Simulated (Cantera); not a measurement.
Input: 1 mol Fe3O4, 13 mol CO, 0.18 mol N2, at 1050 K and 750 Torr.

These are equilibrium values from Cantera (NASA tables, ideal gas, pure condensed phases), not measurements of a reactor. Candidate condensed phases: C, Fe, Fe(CO)5, FeO, Fe2O3, Fe3O4; 27 gas species. Mutual solubility and eutectic melting of coexisting phases are not modelled. The tables' stoichiometric FeO is somewhat more stable than real wüstite, so its field is too wide. FeO: taken at fixed stoichiometry. Kinetics and transport are ignored.

Base state: CO 0.797, CO2 0.189, N2 0.0137 (mole fractions); condensed: Fe(α) + FeO(s).

Problem. What changes in the equilibrium state with this change: Fe3O4 replaced by Fe2O3?

Solution. 
```tsv
species	before	after
CO	0.797	0.797
CO2	0.189	0.189
N2	0.0137	0.0137
Fe(α), mol	1.49	1.49
FeO(s), mol	1.51	0.509
```

Problem. What changes in the equilibrium state with this change: 0.015 mol NH3 added?

Solution. 
```tsv
species	before	after
CO	0.797	0.796
CO2	0.189	0.189
N2	0.0137	0.0142
H2	0	0.00142
H2O	0	0.000285
Fe(α), mol	1.49	1.49
FeO(s), mol	1.51	1.51
```
Further candidate phases: C6H6, C7H8, C8H18, Fe(OH)2, Fe(OH)3, H2O.
